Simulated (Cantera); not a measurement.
A perfectly stirred reactor is fed with 15.8 % CO, 1.58 % H2, 0.583 % CH4, 14.5 % O2, 54.4 % N2, 13.2 % H2O, equivalence ratio 0.68, at 7.90 bar; it is adiabatic with a 550 K inlet, and is followed from long to short residence time, starting on the burning branch (τ in s: 0.024, 0.014, 0.0079, 0.0045, 0.0026, 0.0015, 0.00086, 0.00049, 0.00028, 0.00016, 9.3e-05, 5.3e-05, 3.1e-05).

Detailed kinetics in Cantera: GRI-Mech 3.0 (53 species, 325 reactions).

x: mole fraction; the columns are a selection and need not sum to one.

```csv
τ (s),T (K),x CO,x H2,x CH4,x H2O,x CH2CO,x HCN,x HCO
0.024,2010,0.000814,0.000128,5.48e-7,0.174,5.23e-11,2.58e-9,8.86e-10
0.014,2008,0.00106,0.000153,8.68e-7,0.174,1.11e-10,2.76e-9,1.52e-9
0.0079,2004,0.00146,0.000194,1.37e-6,0.174,2.52e-10,3.07e-9,2.70e-9
0.0045,1999,0.00205,0.000254,2.10e-6,0.174,5.59e-10,3.52e-9,4.78e-9
0.0026,1992,(withheld),(withheld),(withheld),0.173,(withheld),(withheld),(withheld)
0.0015,1982,0.00411,0.000462,4.58e-6,0.173,2.51e-9,5.07e-9,1.47e-8
0.00086,1967,(withheld),(withheld),(withheld),0.172,(withheld),(withheld),(withheld)
0.00049,1947,0.00840,0.000859,1.02e-5,0.172,1.05e-8,7.77e-9,4.75e-8
0.00028,1918,0.0120,0.00115,1.55e-5,0.171,2.10e-8,9.59e-9,8.61e-8
0.00016,1878,0.0174,0.00151,2.47e-5,0.170,4.23e-8,1.16e-8,1.58e-7
9.3e-5,1818,0.0255,0.00190,4.23e-5,0.168,8.92e-8,1.33e-8,2.88e-7
5.3e-5,1660,0.0484,0.00228,0.000122,0.166,3.65e-7,1.01e-8,5.79e-7
3.1e-5,550,0.158,0.0158,0.00583,0.132,<1e-12,<1e-12,<1e-12
```

Question: Fill in the missing entries.

Answer: 
- 0.0026, x CO: 0.00289
- 0.0026, x H2: 0.000341
- 0.0026, x CH4: 3.11e-6
- 0.0026, x CH2CO: 1.20e-9
- 0.0026, x HCN: 4.17e-9
- 0.0026, x HCO: 8.37e-9
- 0.00086, x CO: 0.00586
- 0.00086, x H2: 0.000631
- 0.00086, x CH4: 6.77e-6
- 0.00086, x CH2CO: 5.17e-9
- 0.00086, x HCN: 6.26e-9
- 0.00086, x HCO: 2.63e-8
